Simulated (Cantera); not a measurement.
Cantera run:

```python
import numpy as np
import cantera as ct

gas_names = """
    C CH CH2 CH3 CH2OH CH3O CH4 CH3OH CO CO2 COOH C2 C2H CHCO,ketyl C2H2,acetylene C2H2,vinylidene
    CH2CO,ketene C2H3,vinyl CH3CO,acetyl C2H4 C2H4O,ethylen CH3CHO,ethanal CH3COOH (HCOOH)2 C2H5 C2H6
    CH3OCH3 C2H5OH C2O C3 C3H3,propargyl C3H4,allene C3H4,propyne C3H4,cyclo- C3H5,allyl C3H6,propylene
    C3H6,cyclo- C3H6O C3H7,n-propyl C3H7,i-propyl C3H8 C3H8O,1propanol C3H8O,2propanol C3O2 C4 C4H2
    C4H4,1,3-cyclo- C4H6,butadiene C4H6,2-butyne C4H6,cyclo- C4H8,1-butene C4H8,cis2-buten
    C4H8,tr2-butene C4H8,isobutene C4H8,cyclo- (CH3COOH)2 C4H9,n-butyl C4H9,i-butyl C4H9,s-butyl
    C4H9,t-butyl C4H10,isobutane C4H10,n-butane C5 C5H6,1,3cyclo- C5H8,cyclo- C5H10,1-pentene
    C5H10,cyclo- C5H11,pentyl C5H11,t-pentyl C5H12,n-pentane C5H12,i-pentane CH3C(CH3)2CH3 C6H2
    C6H5,phenyl C6H5O,phenoxy C6H6 C6H5OH,phenol C6H10,cyclo- C6H12,1-hexene C6H12,cyclo- C6H13,n-hexyl
    C7H7,benzyl C7H8 C7H8O,cresol C7H14,1-heptene C7H15,n-heptyl C7H16,n-heptane C8H8,styrene
    C8H10,ethylbenz C8H16,1-octene C8H17,n-octyl C8H18,isooctane C8H18,n-octane C9H19,n-nonyl
    C10H8,naphthale C10H21,n-decyl C12H9,o-bipheny C12H10,bipheny H HCO HO2 H2 HCHO,formaldehy HCOOH H2O
    H2O2 O OH O2 O3
""".split()
cond_names = """
    C(gr) C6H6(L) C7H8(L) C8H18(L),n-octa H2O(s) H2O(L)
""".split()


def load(file, names, dense=False):
    # The tables refer to 1 bar. Condensed volumes are neglected.
    table = {s.name: s for s in ct.Species.list_from_file(file)}
    out = []
    for n in names:
        d = dict(table[n].input_data)
        d["thermo"] = dict(d["thermo"], **{"reference-pressure": 1e5})
        if dense:
            d["equation-of-state"] = {"model": "constant-volume", "density": "1e6 g/cm^3"}
        out.append(ct.Species.from_dict(d))
    return out


gas = ct.Solution(thermo="ideal-gas", species=load("nasa_gas.yaml", gas_names))
cond = {s.name: ct.Solution(thermo="fixed-stoichiometry", species=[s], name=s.name)
        for s in load("nasa_condensed.yaml", cond_names, dense=True)}
atoms = {
    'n-butane': {'C': 4, 'H': 10},
    'O2': {'O': 2},
}
top_T = {'C(gr)': 4500}  # K; cautious upper limits of use, not melting points


def equilibrate(T, P, feed):
    n = {}
    for name, mol in feed.items():
        for a, k in atoms[name].items():
            n[a] = n.get(a, 0.0) + k * mol
    gas.TPX = T, P, n
    mass = sum(n.values()) * gas.mean_molecular_weight
    gas.equilibrate("TP")
    valid = [c for c in cond.values() if c.min_temp <= T <= top_T.get(c.name, c.max_temp)]
    mix = ct.Mixture([(gas, mass / gas.mean_molecular_weight)] + [(c, 0.0) for c in valid])
    mix.T, mix.P = T, P
    mix.equilibrate("TP", solver="vcs", rtol=1e-11, max_steps=5000)
    return mix


results = []
feed = {'n-butane': 1, 'O2': 0.11}  # mol
T = 2425  # K
P = 870000  # Pa
mix = equilibrate(T, P, feed)
results.append((T, P, feed, dict(zip(mix.species_names, mix.species_moles))))
print(gas.report(threshold=0.0001))
for i in range(1, mix.n_phases):
    print(f"{mix.phase(i).name:16s} {mix.phase_moles(i):12.5e} mol")
```

Output:

```
       temperature   2425 K
          pressure   8.7e+05 Pa
           density   0.14258 kg/m^3
  mean mol. weight   3.3044 kg/kmol
   phase of matter   gas

                          1 kg             1 kmol
                     ---------------   ---------------
          enthalpy        2.0243e+07         6.689e+07  J
   internal energy        1.4141e+07        4.6728e+07  J
           entropy             55506        1.8341e+05  J/K
    Gibbs function       -1.1436e+08       -3.7789e+08  J
 heat capacity c_p             10881             35956  J/K
 heat capacity c_v            8365.1             27641  J/K

                      mass frac. Y      mole frac. X     chem. pot. / RT
                     ---------------   ---------------   ---------------
               CH3        0.00068448        0.00015043           -30.203
               CH4         0.0063901         0.0013162           -39.206
                CO           0.35663          0.042072           -34.864
    C2H2,acetylene          0.058024         0.0073636           -24.392
                 H         0.0017976         0.0058927           -9.0034
                H2           0.57538           0.94309           -18.007
     [ +104 minor]         0.0010894        0.00011202

C(gr)             3.69406e+00 mol
```

Method: chemical equilibrium by Gibbs-energy minimisation in Cantera with the NASA 1993 tables (ideal gas, pure condensed phases).
